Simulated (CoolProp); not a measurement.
The fluid at 293.15 K and 5.32 MPa (supercritical) is heated at constant pressure to 457.1 K. The same conditions are run with several fluids, on thermodynamics alone (safety and materials aside).

Computed with CoolProp (reference Helmholtz-energy equation of state of each fluid (nitrogen: Span 2000; carbon monoxide: Lemmon 2006; CF4 (R14): Platzer 1990)). The equations of Platzer and Polt are older, rougher fits.

```
fluid            heat (kJ/kg)  final density (kg/m³)
---------------  ------------  ---------------------
nitrogen                  ___                   38.4
carbon monoxide           ___                   38.4
CF4 (R14)                 ___                    124
```

### Question
Complete the blanks.

### Answer

- nitrogen, heat (kJ/kg): 180
- carbon monoxide, heat (kJ/kg): 181
- CF4 (R14), heat (kJ/kg): 144
